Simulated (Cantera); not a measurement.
An isothermal, constant-pressure homogeneous reactor starts with 14.5 % H2, 85.5 % O2, at 1423 K and 900 Pa.

Cantera simulation using the H2/O2 subset of GRI-Mech 3.0, which has no nitrogen chemistry; the numbers are that mechanism's predictions, not measurements. Radical loss at walls, strong at low pressure, is not modelled. The temperature is held fixed by assumption; the heat of reaction is taken as removed at once.

x: mole fraction; the columns are a selection and need not sum to one.

```csv
t (s),x H2,x O2,x H2O2,x HO2,x OH,x H,x O
0.000500,0.144,0.854,?,1.35e-6,0.000235,0.000288,0.000288
0.00135,0.00644,0.752,1.00e-7,2.86e-6,0.0154,0.0350,0.0774
0.00364,0.00566,0.754,9.52e-8,2.85e-6,0.0147,0.0327,0.0767
0.00981,0.00528,0.762,9.63e-8,2.86e-6,0.0143,0.0288,0.0701
0.0265,0.00433,0.779,9.71e-8,2.86e-6,0.0131,0.0202,0.0551
0.0714,0.00249,0.808,?,2.60e-6,0.0101,0.00814,0.0298
0.193,0.000729,0.833,?,1.61e-6,0.00554,0.00122,0.00840
0.519,0.000127,0.841,?,5.38e-7,0.00233,8.76e-5,0.00145
1.40,2.21e-5,0.843,?,1.52e-7,0.000971,6.30e-6,0.000250
3.78,4.82e-6,0.843,?,8.83e-8,0.000454,6.42e-7,5.46e-5
10.2,1.59e-6,0.843,?,1.07e-7,0.000261,1.22e-7,1.80e-5
27.5,1.16e-6,0.843,1.77e-9,1.19e-7,0.000223,7.65e-8,1.32e-5
74.1,1.16e-6,0.843,1.77e-9,1.19e-7,0.000223,7.58e-8,1.31e-5
200,1.16e-6,0.843,1.77e-9,1.19e-7,0.000223,7.58e-8,1.31e-5
```

Problem. Fill in the missing entries.

Solution. 
- 0.000500, x H2O2: 1.17e-8
- 0.0714, x H2O2: 8.89e-8
- 0.193, x H2O2: 5.76e-8
- 0.519, x H2O2: 2.50e-8
- 1.40, x H2O2: 9.25e-9
- 3.78, x H2O2: 3.58e-9
- 10.2, x H2O2: 1.98e-9
